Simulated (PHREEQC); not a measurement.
Consider water at 25 °C with 0.006 mol/kgw KHSO4. Closed to the air; pH follows from the charge balance.

Equilibrium calculation in PHREEQC: ion-association model, wateq4f.dat.

```tsv
quantity	before	after
pH	2.38	2.72
ionic strength (mol/kgw)	0.0152	0.0164
SO4-2 (mol/kgw)	0.00458	0.00520
HSO4- (mol/kgw)	0.00131	0.000667
KSO4- (mol/kgw)	0.000116	0.000129
```

Question: What was changed between the two runs?
A. KHSO4 from 0.006 to 0.012 mol/kgw
B. 0.00055 mol/kgw H2SeO3 added
C. temperature from 25 to 5 °C
D. 0.0016 mol/kgw Cs2CO3 added

Answer: D, 0.0016 mol/kgw Cs2CO3 added

Precipitation was switched off in this run.
